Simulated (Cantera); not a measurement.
SiH2Cl2 + NO + H2 (silicon oxide and oxynitride deposition)

A closed system holds: 1 mol SiH2Cl2, 1.1 mol NO, 1.9 mol H2, held at 0.290 bar.

These are equilibrium values from Cantera (NASA tables, ideal gas, pure condensed phases), not measurements of a reactor. Candidate condensed phases: H2O, NH4Cl, Si, SiO2, Si2N2O, Si3N4; 47 gas species. Mutual solubility and eutectic melting of coexisting phases are not modelled. The tables' values for SiCl3, SiCl are old estimates; treat these amounts as uncertain. The tables hold silica as quartz up to 1696 K and as liquid above; real silica turns to tridymite and cristobalite and melts near 1996 K. Rates play no part.

| T (K) | x H2 | x HCl | x SiO | x N2 | x SiCl2 | x SiCl3 | x SiCl4 | x H | n SiO2(condensed) | n Si2N2O(s) |
|---|---|---|---|---|---|---|---|---|---|---|
| 1723 | 0.469 | 0.440 | 0.00497 | 0.0708 | 0.0105 | 0.00263 | 0.00123 | 0.000232 | 0.413 | 0.252 |
| 1748 | 0.469 | 0.430 | 0.00804 | 0.0737 | 0.0137 | 0.00296 | 0.00114 | 0.000291 | 0.414 | 0.238 |
| 1773 | 0.469 | 0.418 | 0.0128 | 0.0773 | 0.0173 | 0.00324 | 0.00103 | 0.000362 | 0.413 | 0.220 |
| 1798 | 0.467 | 0.404 | 0.0200 | 0.0817 | 0.0214 | 0.00347 | 0.000910 | 0.000447 | 0.408 | 0.196 |
| 1823 | 0.464 | 0.387 | 0.0307 | 0.0871 | 0.0258 | 0.00360 | 0.000779 | 0.000548 | 0.399 | 0.166 |
| 1848 | 0.457 | 0.367 | 0.0464 | 0.0938 | 0.0302 | 0.00363 | 0.000644 | 0.000665 | 0.382 | 0.126 |
| 1873 | 0.445 | 0.344 | 0.0692 | 0.102 | 0.0343 | 0.00353 | 0.000513 | 0.000800 | 0.351 | 0.0714 |
| 1898 | 0.427 | 0.318 | 0.100 | 0.111 | 0.0372 | 0.00327 | 0.000390 | 0.000949 | 0.302 | 0 |
| 1923 | 0.413 | 0.328 | 0.113 | 0.110 | 0.0304 | 0.00255 | 0.000278 | 0.00112 | 0.266 | 0 |
x: gas mole fraction; n: condensed amount in mol.

From 1723 K to 1873 K the condensed part is SiO2(condensed) + Si2N2O(s). From 1898 K to 1923 K the condensed part is SiO2(condensed). The main Si-bearing gas is SiCl2 at 1723 K and SiO at 1923 K. The share of Si in condensed phases is highest at 1723 K (91.7 %) and lowest at 1923 K (26.6 %).
